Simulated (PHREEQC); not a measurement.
Solution A (32 mmol/kgw CuCl2 and 0.15 mmol/kgw HNO3) is mixed with solution B (0.034 mol H2SO4, 0.00048 mol CuSO4 and 0.00077 mol MnSO4 per kg of water) at 69 °C; shares are by mass of water, 1 kg in all. No oxygen is let in. CO2 from the air is kept out. Only these solids could form: Pyrochroite, Cu(OH)2, Brochantite, Antlerite, Atacamite, Cu2(OH)3NO3, Chalcanthite.

The series has 11 steps of share of solution B, from 0 to 1.

The numbers come from PHREEQC with the ion-association model, wateq4f.dat.

Problem. Which solids form, in which order, and at which step of the series does each first stand?

Solution. Atacamite from the start (pH 3.68), last present at share of solution B = 0.

Complexes and solids missing from the database can't appear. At this temperature some constants are extrapolated from 25 °C, and those without enthalpy data are left unchanged.
